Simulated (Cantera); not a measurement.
Feed: 1 mol SiF₄, 0.44 mol N₂O, 1.3 mol N₂, at 25.0 mbar.

Method: chemical equilibrium by Gibbs-energy minimisation in Cantera with the NASA 1993 tables (ideal gas, pure condensed phases). Candidate condensed phases: Si, SiO₂, Si₂N₂O, Si₃N₄; 28 gas species. The tables' values for SiF₃ are old estimates; treat these amounts as uncertain. Rates play no part.

x: gas mole fraction; nothing condenses.

```tsv
T (K)	x N₂	x SiF₄	x O₂	x NO	x O	x F	x SiF₃
698	0.588	0.338	0.0743	1.38e-7	<1e-12	<1e-12	<1e-12
798	0.588	0.338	0.0743	9.95e-7	<1e-12	<1e-12	<1e-12
898	0.588	0.338	0.0743	4.61e-6	8.61e-12	2.27e-11	<1e-12
998	0.588	0.338	0.0743	(withheld)	(withheld)	(withheld)	<1e-12
1098	0.588	0.338	0.0743	4.29e-5	4.09e-9	8.43e-10	4.22e-11
1198	0.588	0.338	0.0743	9.89e-5	4.14e-8	9.14e-9	1.03e-9
1298	0.588	0.338	0.0742	0.000201	2.94e-7	6.88e-8	1.53e-8
1398	0.588	0.338	0.0741	0.000368	1.58e-6	3.89e-7	1.54e-7
1498	0.588	0.338	0.0740	0.000621	6.79e-6	1.75e-6	1.13e-6
1598	0.587	0.338	0.0738	0.000982	2.43e-5	6.53e-6	6.46e-6
1698	0.587	0.338	0.0735	0.00147	7.51e-5	2.51e-5	2.50e-5
1798	0.587	0.338	0.0732	(withheld)	(withheld)	(withheld)	8.28e-5
1898	0.586	0.337	0.0726	0.00289	0.000500	0.000243	0.000241
1998	0.585	0.337	0.0718	0.00384	0.00112	0.000639	0.000628
```

Task: What belongs in the gaps?

Result: 
- 1798, x NO: 0.00210
- 1798, x O: 0.000204
- 1798, x F: 8.31e-5
- 998, x NO: 1.57e-5
- 998, x O: 2.55e-10
- 998, x F: 4.85e-11
